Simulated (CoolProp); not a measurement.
Model: reference Helmholtz-energy equation of state, Smukala 2000, in CoolProp.

### Question
For ethylene, give the phase and the cv (kJ/(kg K)), Joule-Thomson coefficient (K/MPa) at 286.7 K and 0.239 MPa.

### Answer
- 286.7 K and 0.239 MPa: gas; cv 1.20, Joule-Thomson coefficient 11.3
